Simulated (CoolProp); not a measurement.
Vapour pressure (MPa) of chlorine: the reference equation beside estimates from Tc = 416.9 K, pc = 7.642 MPa, ω = 0.070. Clausius-Clapeyron is anchored at 316.2 K with a constant enthalpy of vaporisation of 16.51 kJ/mol.

Computed with CoolProp (reference Helmholtz-energy equation of state, Thol 2021).

```csv
T (K),reference,Lee-Kesler,Clausius-Clapeyron,van der Waals,Soave-Redlich-Kwong,Peng-Robinson
244.9,0.1294,0.1323,0.1975,0.5872,0.1317,0.1357
256.8,0.2074,0.2105,0.2875,0.7717,0.2097,0.2141
268.7,0.3173,0.3202,0.4049,0.9920,0.3193,0.3234
280.6,0.4667,0.4686,0.5539,1.251,0.4678,0.4709
292.4,0.6616,0.6614,0.7370,1.548,0.6613,0.6624
304.3,0.9133,0.9095,0.9612,1.891,0.9112,0.9092
316.2,1.229,1.219,1.229,2.280,1.224,1.218
328.1,1.616,1.599,1.543,2.716,1.610,1.599
340,2.084,2.057,1.907,3.202,2.076,2.059
351.9,2.639,2.601,2.323,3.739,2.632,2.609
363.7,3.286,3.237,2.790,4.324,3.281,3.253
375.6,4.042,3.987,3.317,4.968,4.042,4.011
```

Absolute difference from the reference over all 12 rows, mean and median: Lee-Kesler 1.1 and 1.2 %, Clausius-Clapeyron 17.7 and 13.5 %, van der Waals 129.3 and 96.3 %, Soave-Redlich-Kwong 0.5 and 0.3 %, Peng-Robinson 1.5 and 1.0 %.
